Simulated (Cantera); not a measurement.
An isothermal, constant-pressure homogeneous reactor starts with 0.763 % CH4, 99.2 % N2, at 1550 K and 0.0237 atm.

Cantera simulation using GRI-Mech 3.0 (53 species, 325 reactions); the numbers are that mechanism's predictions, not measurements. GRI-Mech 3.0 stops at C3 and has no aromatics, soot or wall deposition, so with more carbon than oxygen in the feed, carbon stays in small species such as C2H2 where larger ones or solid carbon would form. Radical loss at walls, strong at low pressure, is not modelled.

x: mole fraction; the columns are a selection and need not sum to one.

```
t (s)       x CH4    x C2H2     x HCN    x C2H6      x H     x CH2
--------  -------  --------  --------  --------  -------  --------
2.00e-5   0.00763    <1e-12    <1e-12    <1e-12  2.94e-9    <1e-12
5.39e-5   0.00763    <1e-12    <1e-12    <1e-12  7.41e-9    <1e-12
0.000146  0.00763    <1e-12    <1e-12    <1e-12  1.68e-8    <1e-12
0.000392  0.00763    <1e-12    <1e-12    <1e-12  2.99e-8    <1e-12
0.00106   0.00763    <1e-12    <1e-12    <1e-12  3.69e-8  1.18e-12
0.00286   0.00763    <1e-12    <1e-12  2.19e-11  3.74e-8  7.78e-12
0.00770   0.00763  5.85e-12    <1e-12  3.92e-10  3.76e-8  4.35e-11
0.0208    0.00763  3.26e-10    <1e-12       ___  3.91e-8  2.59e-10
0.0560    0.00762   1.75e-8  1.73e-12       ___  5.03e-8   1.64e-9
0.151     0.00757   9.14e-7  3.01e-11       ___  1.34e-7   1.00e-8
0.408     0.00722   4.33e-5   1.63e-9       ___  8.24e-7   4.90e-8
1.10      0.00525  0.000858   6.73e-8       ___  4.40e-6   8.67e-8
2.97      0.00271   0.00236   4.32e-7       ___  8.75e-6   5.56e-8
8.00      0.00101   0.00327   1.37e-6       ___  1.35e-5   3.09e-8
```

Question: Fill in the missing entries.

Answer: 
- 0.0208, x C2H6: 5.41e-9
- 0.0560, x C2H6: 5.50e-8
- 0.151, x C2H6: 4.39e-7
- 0.408, x C2H6: 2.51e-6
- 1.10, x C2H6: 3.09e-6
- 2.97, x C2H6: 8.50e-7
- 8.00, x C2H6: 1.54e-7
